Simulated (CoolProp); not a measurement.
Vapour-liquid equilibrium of R22 (1) + C3F8 (R218) (2) at -16.55 °C; x and y are mole fractions of (1).

The numbers come from the multi-fluid Helmholtz-energy mixture model, Kamei 1995 and Lemmon 2006; pair parameters Bell 2016 in CoolProp.

| x | bubble pressure (MPa) | y at the bubble point | dew pressure at overall composition x (MPa) | liquid density (mol/L) |
|---|---|---|---|---|
| 0.05 | 0.2579 | 0.132 | 0.2419 | 8.317 |
| 0.2 | [?] | 0.367 | [?] | 8.934 |
| 0.35 | [?] | 0.489 | 0.3085 | 9.672 |
| 0.5 | 0.3547 | 0.564 | 0.3446 | 10.57 |
| 0.65 | 0.3565 | [?] | 0.3544 | 11.68 |
| 0.8 | 0.3471 | 0.700 | [?] | 13.06 |
| 0.95 | 0.3082 | 0.873 | 0.2905 | 14.78 |

**Question.** What belongs in the gaps?

**Answer.** 
- 0.2, bubble pressure (MPa): 0.3129
- 0.2, dew pressure at overall composition x (MPa): 0.2726
- 0.35, bubble pressure (MPa): 0.3423
- 0.65, y at the bubble point: 0.623
- 0.8, dew pressure at overall composition x (MPa): 0.3253

y crosses x between x = 0.5 and 0.65: the model has an azeotrope there.

Pair parameters are fitted to limited data, so mixtures are less certain than the pure fluids.
